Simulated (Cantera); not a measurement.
Charge: 1 mol SiCl4, 2.5 mol Cl2, 5.4 mol H2, held at 325 °C and 100 Torr.

Equilibrium computed with Cantera from the NASA thermochemical tables; the gas is ideal and each condensed phase is pure. Candidate condensed phases: Si; 19 gas species. Equilibrium is a limit: real reactors are often held back by kinetics, nucleation or transport.

Base state: HCl 0.562, H2 0.326, SiCl4 0.112 (mole fractions); condensed: gas only.

Question: What changes in the equilibrium state with this change: temperature from 325 °C to 1200 °C?

Answer: 
| species | before | after |
|---|---|---|
| HCl | 0.562 | 0.599 |
| H2 | 0.326 | 0.291 |
| SiCl4 | 0.112 | 0.0736 |
| SiCl3 | <1e-9 | 0.0179 |
| SiCl2 | <1e-9 | 0.0148 |
| Cl | <1e-9 | 3.13e-5 |
| SiH2Cl2 | <1e-9 | 2.40e-5 |
| H | <1e-9 | 1.87e-5 |
The tables' values for SiCl3 are old estimates; treat these amounts as uncertain.
